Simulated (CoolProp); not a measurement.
Properties of dodecamethylpentasiloxane (MD3M) along the isotherm 346.85 °C.

Computed with CoolProp (reference Helmholtz-energy equation of state, Thol 2019).

```csv
p (bar),phase,cv (kJ/(kg K)),isothermal compressibility (1/MPa),expansivity (1/kK)
1.83,gas,2.091,5.952,2.234
3.67,gas,2.105,3.343,3.272
5.5,gas,2.123,2.685,5.333
7.34,gas,2.151,2.974,11.90
9.17,liquid,2.172,0.4951,15.93
11,liquid,2.159,0.2269,8.942
12.8,liquid,2.152,0.1526,6.786
14.7,liquid,2.147,0.1148,5.607
16.5,liquid,2.144,0.09352,4.905
18.3,liquid,2.141,0.07920,4.409
20.2,liquid,2.138,0.06836,4.019
22,liquid,2.136,0.06063,3.729
23.8,liquid,2.134,0.05454,3.494
```
